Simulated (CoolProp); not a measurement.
Model: reference Helmholtz-energy equation of state, Gao 2022, in CoolProp.

Problem. Give the vapour pressure (kPa), liquid density (kg/m³), vapour density (kg/m³), liquid cp (kJ/(kg K)) of saturated n-perfluorohexane at 355.1 K.

Solution. 
```json
[
 {"T (K)": "355.1", "p (kPa)": "219", "liquid density (kg/m³)": "1490", "vapour density (kg/m³)": "28.2", "liquid cp (kJ/(kg K))": "1.14"}
]
```
